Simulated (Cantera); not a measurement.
A freely propagating, adiabatic, planar premixed flame of 21.8 % CO, 5.88 % H2, 15.2 % O2, 57.1 % N2, equivalence ratio 0.91, unburnt at 525 K and 1.01 bar; mixture-averaged transport, grid criteria slope 0.08 and curve 0.16, no radiation.

Computed with Cantera and GRI-Mech 3.0 (53 species, 325 reactions). Burning velocities carry a grid error of a few per cent, more on coarse grids.

Task: Predict: laminar burning velocity; thermal thickness; peak x(O).

Result: 
```json
{
  "laminar_burning_velocity": "168 cm/s",
  "thermal_thickness": "0.666 mm",
  "peak x(O)": "0.0152"
}
```
